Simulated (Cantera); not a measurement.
A Cantera script and what it prints.

```python
import numpy as np
import cantera as ct

gas_names = """
    CrO3 NO
""".split()
cond_names = """
    Cr2N(s) Cr(cr) Cr(L)
""".split()


# ... load() reads the species with a 1 bar reference pressure and builds the phases ...
species = {s.name: s for s in load("nasa_gas.yaml", gas_names) + load("nasa_condensed.yaml", cond_names)}
# Each term lists the table entries of one substance; the one whose range holds T is used.
reactions = {
    '3 Cr2N + CrO3(g) = 3 NO(g) + 7 Cr':
        [(-3, ['Cr2N(s)']), (-1, ['CrO3']), (3, ['NO']), (7, ['Cr(cr)', 'Cr(L)'])],
}


def pick(names, T):
    return next(species[n] for n in names if species[n].thermo.min_temp <= T <= species[n].thermo.max_temp)


results = []
for label, terms in reactions.items():
    print(label)
    print("     T/K   dH/kJ  dS/(J/K)   dG/kJ   log10 K")
    for T in [300, 625, 825, 1025, 1225, 1425]:
        used = [(nu, pick(names, T)) for nu, names in terms]
        dH = sum(nu * s.thermo.h(T) for nu, s in used) / 1e6
        dS = sum(nu * s.thermo.s(T) for nu, s in used) / 1e3
        dG = dH - T * dS / 1e3
        logK = -dG * 1e6 / (ct.gas_constant * T * np.log(10))
        results.append((label, T, dH, dS, dG, logK, [s.name for _, s in used]))
        print(f"{T:8g} {dH:8.1f} {dS:8.1f} {dG:8.1f} {logK:8.2f}")
```

It prints:

```
3 Cr2N + CrO3(g) = 3 NO(g) + 7 Cr
     T/K   dH/kJ  dS/(J/K)   dG/kJ   log10 K
     300    943.3    336.6    842.3  -146.65
     625    937.5    324.5    734.7   -61.40
     825    932.3    317.3    670.5   -42.45
    1025    927.0    311.6    607.7   -30.97
    1225    922.9    307.9    545.8   -23.27
    1425    920.9    306.4    484.4   -17.75
```

Source: NASA polynomial tables (part measured, part estimated), evaluated in Cantera. Condensed species are held in their standard states even where they would react or evaporate.
